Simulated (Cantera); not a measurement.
Input (Python, Cantera):

```python
import numpy as np
import cantera as ct

surf = ct.Interface("diamond.yaml", "diamond_100")
gas, bulk = surf.adjacent["gas"], surf.adjacent["diamond"]
k = surf.kinetics_species_index(bulk.species_names[0])
cover = ["c6HH", "c6H*", "c6*H", "c6**", "c6HM", "c6B"]

rows, drift = [], 0.0
print(f"{'P':>10s}{'um/h':>11s}" + "".join(f"{s:>11s}" for s in cover))
for v in [1100, 1500, 2100, 2900, 4000, 5600, 7700, 11000]:
    T, P, xH, xCH3 = 1150, v, 0.0013, 7.6e-05
    gas.TPX = T, P, {"H": xH, "CH3": xCH3, "CH4": 0.003, "H2": 1 - xH - xCH3 - 0.003}
    surf.TP = bulk.TP = T, P
    surf.coverages = "c6H*:0.1, c6HH:0.9"
    surf.advance_coverages(100.0)
    before = surf.coverages
    surf.advance_coverages(100.0)
    drift = max(drift, np.max(np.abs(surf.coverages - before) / (surf.coverages + 1e-9)))
    rate = surf.net_production_rates[k] * bulk.mean_molecular_weight / bulk.density * 3.6e9
    rows.append([rate, *surf[cover].coverages])
    print(f"{v:10.4g}{rate:11.4e}" + "".join(f"{x:11.3e}" for x in rows[-1][1:]))
```

Output:

```
         P       um/h       c6HH       c6H*       c6*H       c6**       c6HM        c6B
      1100 7.1871e-02  4.858e-01  3.244e-02  4.599e-01  2.001e-02  8.755e-04  1.950e-10
      1500 1.1472e-01  4.856e-01  3.242e-02  4.597e-01  2.000e-02  1.172e-03  3.113e-10
      2100 1.9395e-01  4.853e-01  3.240e-02  4.593e-01  1.999e-02  1.595e-03  5.263e-10
      2900 3.2525e-01  4.849e-01  3.238e-02  4.589e-01  1.997e-02  2.124e-03  8.826e-10
      4000 5.4850e-01  4.844e-01  3.234e-02  4.584e-01  1.995e-02  2.791e-03  1.488e-09
      5600 9.4903e-01  4.838e-01  3.230e-02  4.578e-01  1.992e-02  3.656e-03  2.575e-09
      7700 1.5867e+00  4.830e-01  3.226e-02  4.570e-01  1.989e-02  4.635e-03  4.306e-09
   1.1e+04 2.7862e+00  4.821e-01  3.220e-02  4.561e-01  1.985e-02  5.898e-03  7.560e-09
```

Model: the Harris–Goodwin 1993 mechanism for the reconstructed diamond (100) surface, integrated in Cantera.
